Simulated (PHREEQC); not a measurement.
A solution holds 22 mmol/kgw KH2PO4, at 10 °C. Closed to the air; pH follows from the charge balance.

Model: ion-association model, phreeqc.dat, run in PHREEQC.

This is a speciation only: nothing precipitates in the calculation.

Q: What pH, ionic strength does the model give?

A: pH 4.63; ionic strength 0.0221 mol/kgw.

Complexes and solids missing from the database can't appear. Constants without temperature data keep their 25 °C values here.
